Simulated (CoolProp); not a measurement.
n-perfluorohexane at 306.26 K and 0.907 MPa is throttled through a valve to 0.0454 MPa with no heat exchange. Each further row changes one setting.

Model: reference Helmholtz-energy equation of state, Gao 2022, in CoolProp.

| case | temperature change (K) | final phase | final density (kg/m³) |
|---|---|---|---|
| as stated | +0.2 | liquid | 1650 |
| outlet pressure 0.0136 MPa | -24.5 | two-phase, vapour fraction 0.265 | 7.49 |
| outlet pressure 0.059 MPa | +0.2 | liquid | 1650 |
